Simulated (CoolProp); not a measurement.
Vapour pressure (kPa) of methanol: the reference equation beside estimates from Tc = 240.2 °C, pc = 8216 kPa, ω = 0.565. Clausius-Clapeyron is anchored at 99.95 °C with a constant enthalpy of vaporisation of 32.75 kJ/mol.

The numbers come from the reference Helmholtz-energy equation of state, de Reuck 1993 in CoolProp.

```
T (°C)   reference  Lee-Kesler  Clausius-Clapeyron  Redlich-Kwong  Soave-Redlich-Kwong  Peng-Robinson
------  ----------  ----------  ------------------  -------------  -------------------  -------------
77.65        166.5       163.5               180.5          584.1                163.4          167.2
85.05   (withheld)       214.6               227.6          698.9                214.6          218.4
92.45        277.4       277.9          (withheld)          829.2                278.1          281.6
99.95        353.2       356.3               353.2          978.2                356.9          359.9
107.35       443.6  (withheld)               433.7           1143           (withheld)          453.3
114.75       551.9       561.7               528.4           1326                564.0          565.0
122.15       680.4       694.1               639.0           1530                698.1          697.4
129.55       831.8       849.6               767.4           1754                856.0     (withheld)
137.05        1012        1033               917.7           2003                 1043           1037
144.45        1218        1243                1088           2272                 1257           1248
151.85        1456        1484                1282           2565                 1504           1491
159.25        1730        1760                1503           2882                 1786           1769
```

Task: Complete the blanks.

Result: 
- 85.05, reference: 216.2
- 92.45, Clausius-Clapeyron: 284.4
- 107.35, Lee-Kesler: 449.8
- 107.35, Soave-Redlich-Kwong: 451.1
- 129.55, Peng-Robinson: 853.0

Absolute difference from the reference over all 12 rows, mean and median: Lee-Kesler 1.6 and 1.8 %, Clausius-Clapeyron 6.8 and 6.9 %, Redlich-Kwong 142.6 and 132.6 %, Soave-Redlich-Kwong 2.2 and 2.4 %, Peng-Robinson 2.0 and 2.3 %.
